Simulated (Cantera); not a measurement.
What does this Cantera script print?

```python
import numpy as np
import cantera as ct

gas_names = """
    CL CL2 H HCL H2 N NH NH2 NH3 N2 N2H2 N2H4 Si SiCL SiCL2 SiCL3 SiCL4 SiH SiHCL3 SiH2 SiH2CL2 SiH3
    SiH3CL SiH4 SiN Si2 Si2N Si3
""".split()
cond_names = """
    NH4CL(a) NH4CL(b) Si(cr) Si(L) Si3N4(a)
""".split()


# ... load() reads the species with a 1 bar reference pressure and builds the phases ...
atoms = {
    'SiCl4': {'Si': 1, 'CL': 4},
    'NH3': {'N': 1, 'H': 3},
    'N2': {'N': 2},
}
top_T = {'Si3N4(a)': 2400}  # K; cautious upper limits of use, not melting points


# ... equilibrate(T, P, feed) seeds the gas with the atoms and calls Mixture.equilibrate('TP', solver="vcs", rtol=1e-11, max_steps=5000) ...
results = []
feed = {'SiCl4': 1, 'NH3': 2.8, 'N2': 0.75}  # mol
P = 70000  # Pa
for T in [1073, 1148, 1223, 1298, 1373, 1448, 1523, 1598, 1673, 1748]:
    mix = equilibrate(T, P, feed)
    results.append((T, P, feed, dict(zip(mix.species_names, mix.species_moles))))

top = {s: max(r[3][s] / sum(r[3][g] for g in gas_names) for r in results) for s in gas_names}
cols = sorted((s for s in top if top[s] > 1e-05), key=lambda s: -top[s])[:9]
seen = [c for c in cond_names if any(r[3].get(c, 0) > 1e-12 for r in results)]
print("log10 of partial pressures in bar; condensed amounts in mol")
print(f"{'T/K':>10s}" + "".join(f"{s[:9]:>10s}" for s in cols + seen))
for T, P, feed, n in results:
    ng = sum(n[g] for g in gas_names)
    print(f"{T:10.4g}" + "".join(f"{np.log10(max(n[s] / ng * P / 1e5, 1e-99)):10.3f}" for s in cols)
          + "".join(f"{n.get(c, 0):10.4g}" for c in seen))
```

Result:

```
log10 of partial pressures in bar; condensed amounts in mol
       T/K        H2       HCL        N2     SiCL2     SiCL4     SiCL3    SiHCL3         H        CL  Si3N4(a)
      1073    -0.568    -0.627    -0.797    -6.173    -1.479    -4.428    -3.332    -8.138    -8.240    0.2121
      1148    -0.575    -0.613    -0.801    -5.294    -1.510    -3.924    -3.170    -7.432    -7.525    0.2191
      1223    -0.581    -0.601    -0.804    -4.527    -1.540    -3.484    -3.030    -6.812    -6.898    0.2246
      1298    -0.586    -0.593    -0.806    -3.854    -1.571    -3.101    -2.910    -6.263    -6.343    0.2286
      1373    -0.590    -0.587    -0.808    -3.261    -1.608    -2.767    -2.810    -5.773    -5.851    0.2302
      1448    -0.593    -0.585    -0.808    -2.739    -1.656    -2.480    -2.732    -5.332    -5.412    0.2278
      1523    -0.595    -0.589    -0.805    -2.287    -1.729    -2.246    -2.685    -4.934    -5.024    0.2181
      1598    -0.594    -0.604    -0.798    -1.905    -1.847    -2.073    -2.679    -4.571    -4.683    0.1962
      1673    -0.589    -0.635    -0.786    -1.601    -2.032    -1.976    -2.732    -4.238    -4.391    0.1581
      1748    -0.580    -0.683    -0.770    -1.373    -2.296    -1.960    -2.851    -3.931    -4.147     0.105
```

These are equilibrium values from Cantera (NASA tables, ideal gas, pure condensed phases), not measurements of a reactor. The tables' values for SiCl3 are old estimates; treat these amounts as uncertain.
